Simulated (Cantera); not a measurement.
Source: NASA polynomial tables (part measured, part estimated), evaluated in Cantera. Values are per mole of reaction as written; species without (g) are pure solids or liquids, kept so even where they would boil at 1 bar.

Q: Between 775 and 1175 K, where is each reaction favourable under standard conditions?
- 2 N(g) + 2 BF₃(g) ⇌ 2 BN + 3 F₂(g)

A: 
- 2 N(g) + 2 BF₃(g) ⇌ 2 BN + 3 F₂(g): ΔG° is 963 kJ at 775 K and 1034 kJ at 1175 K; it stays positive (K < 1). ΔH° is 826 kJ and ΔS° -178 J/K at 1175 K.
